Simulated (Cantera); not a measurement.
Cantera with NASA thermochemical tables; ideal gases at 1 bar, condensed phases pure. Values are per mole of reaction as written; species without (g) are pure solids or liquids, kept so even where they would boil at 1 bar.

Between 300 and 598 K, where is each reaction favourable under standard conditions?
- S₂(g) + Ni₃S₄ → 3 NiS₂
- 2 H(g) + NiS → H₂S(g) + Ni


- S₂(g) + Ni₃S₄ → 3 NiS₂: ΔG° is -162 kJ at 300 K and -103 kJ at 598 K; it stays negative (K > 1). ΔH° is -221 kJ and ΔS° -197 J/K at 598 K.
- 2 H(g) + NiS → H₂S(g) + Ni: ΔG° is -355 kJ at 300 K and -337 kJ at 598 K; it stays negative (K > 1). ΔH° is -377 kJ and ΔS° -66 J/K at 598 K.
